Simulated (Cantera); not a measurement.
Feed: 1 mol SiCl4, 0.18 mol HCl, 2000 mol H2, held at 100 Torr.

Equilibrium computed with Cantera from the NASA thermochemical tables; the gas is ideal and each condensed phase is pure. Candidate condensed phases: Si; 19 gas species. Gases not in the tables: Si2H6 and higher silanes. The numbers say what is thermodynamically allowed, not how fast it happens.

Task: At 2202 °C, list the 7 most abundant gas species with their mole fractions, and the condensed phases.

Result: H2 0.938, H 0.0597, HCl 0.00194, Si 0.000428, Cl 8.72e-5, SiH 4.16e-5, SiH2 1.27e-5. Condensed: gas only.
